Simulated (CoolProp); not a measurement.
Vapour-liquid equilibrium of R22 (1) + C3F8 (R218) (2) at 17.25 °C; x and y are mole fractions of (1).

The numbers come from the multi-fluid Helmholtz-energy mixture model, Kamei 1995 and Lemmon 2006; pair parameters Bell 2016 in CoolProp.

```json
[
 {"x": "0.05", "bubble pressure, mixture model (bar)": "7.554", "bubble pressure, Raoult's law (bar)": "7.071", "y, mixture model": "0.103", "y, Raoult's law": "0.060"},
 {"x": "0.15", "bubble pressure, mixture model (bar)": "8.491", "bubble pressure, Raoult's law (bar)": "7.213", "y, mixture model": "0.258", "y, Raoult's law": "0.175"},
 {"x": "0.25", "bubble pressure, mixture model (bar)": "9.199", "bubble pressure, Raoult's law (bar)": "7.355", "y, mixture model": "0.370", "y, Raoult's law": "0.286"},
 {"x": "0.35", "bubble pressure, mixture model (bar)": "9.695", "bubble pressure, Raoult's law (bar)": "7.497", "y, mixture model": "0.454", "y, Raoult's law": "0.393"},
 {"x": "0.45", "bubble pressure, mixture model (bar)": "10.01", "bubble pressure, Raoult's law (bar)": "7.639", "y, mixture model": "0.522", "y, Raoult's law": "0.496"},
 {"x": "0.55", "bubble pressure, mixture model (bar)": "10.17", "bubble pressure, Raoult's law (bar)": "7.781", "y, mixture model": "0.580", "y, Raoult's law": "0.595"},
 {"x": "0.65", "bubble pressure, mixture model (bar)": "10.20", "bubble pressure, Raoult's law (bar)": "7.923", "y, mixture model": "0.636", "y, Raoult's law": "0.691"},
 {"x": "0.75", "bubble pressure, mixture model (bar)": "10.07", "bubble pressure, Raoult's law (bar)": "8.065", "y, mixture model": "0.697", "y, Raoult's law": "0.783"},
 {"x": "0.85", "bubble pressure, mixture model (bar)": "9.734", "bubble pressure, Raoult's law (bar)": "8.207", "y, mixture model": "0.777", "y, Raoult's law": "0.872"},
 {"x": "0.95", "bubble pressure, mixture model (bar)": "9.017", "bubble pressure, Raoult's law (bar)": "8.349", "y, mixture model": "0.901", "y, Raoult's law": "0.958"}
]
```

The largest gap from Raoult's law is +31.0 % in bubble pressure, at x = 0.45. y crosses x between x = 0.55 and 0.65: the model has an azeotrope there.

Pair parameters are fitted to limited data, so mixtures are less certain than the pure fluids.
